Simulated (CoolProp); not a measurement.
Properties of cyclohexane along the isotherm 323.6 K (Tc = 553.6 K, pc = 40.81 bar, ω = 0.209).

The numbers come from the reference Helmholtz-energy equation of state, Zhou 2014 in CoolProp.

| p (bar) | phase | Z | viscosity (µPa s) |
|---|---|---|---|
| 6.12 | liquid | 0.02552 | 607 |
| 12.2 | liquid | 0.05083 | 612 |
| 18.4 | liquid | 0.07660 | 617 |
| 24.5 | liquid | 0.1019 | ___ |
| 30.6 | liquid | 0.1272 | 627 |
| 36.7 | liquid | 0.1524 | ___ |
| 42.8 | liquid | 0.1776 | 637 |
| 49 | liquid | 0.2031 | 642 |
| 55.1 | liquid | 0.2283 | ___ |
| 61.2 | liquid | 0.2533 | 652 |

Q: Fill in the missing entries.

A: 
- 24.5, viscosity (µPa s): 622
- 36.7, viscosity (µPa s): 632
- 55.1, viscosity (µPa s): 647

Viscosity comes from a separate model (Tariq 2014).
